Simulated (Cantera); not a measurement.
Charge: 1 mol SiHCl3, 15 mol NH3, 60 mol N2, equilibrated at 76.0 Pa.

Method: chemical equilibrium by Gibbs-energy minimisation in Cantera with the NASA 1993 tables (ideal gas, pure condensed phases). Candidate condensed phases: NH4Cl, Si, Si3N4; 28 gas species. The numbers say what is thermodynamically allowed, not how fast it happens.

Over these rows the condensed part is Si3N4(s). Partial pressures as log10 of bar:

| T (K) | 1000/T (1/K) | log p Si | log p N2 | log p H2 | log p HCl |
|---|---|---|---|---|---|
| 1323 | 0.7559 | -11.91 | -3.25 | -3.75 | -4.61 |
| 1373 | 0.7283 | -10.92 | -3.25 | -3.75 | -4.61 |
| 1423 | 0.7027 | -9.99 | -3.25 | -3.75 | -4.63 |
| 1473 | 0.6789 | ? | -3.25 | -3.75 | -4.65 |
| 1523 | 0.6566 | -8.33 | -3.25 | -3.74 | -4.68 |
| 1573 | 0.6357 | -7.58 | -3.25 | -3.74 | -4.73 |

Question: Fit log p(Si) = a + b·(1000/T) to the five rows, give the apparent enthalpy, and predict the row at 1473 K.

Answer: Means: 1000/T = 0.6958, log p = -9.746. Sxy = -0.355579, Sxx = 0.0098645, so b = -36.05 and a = -9.746 − (-36.05)×0.6958 = 15.34.
Apparent enthalpy: −19.145 × (-36.05) = 690 kJ/mol. With the condensed phases at unit activity, 1/3 Si3N4(s) = Si(g) + 2/3 N2(g) links this pressure to the main gases: over the six rows their terms move log p by +0.00 in all, so the slope is close to that reaction's ΔH°. The five rows lie within 0.01 of the line.
Prediction at 1473 K: 15.34 + (-36.05)×0.6789 = -9.13. The computed value is -9.13, 0.00 from the line.
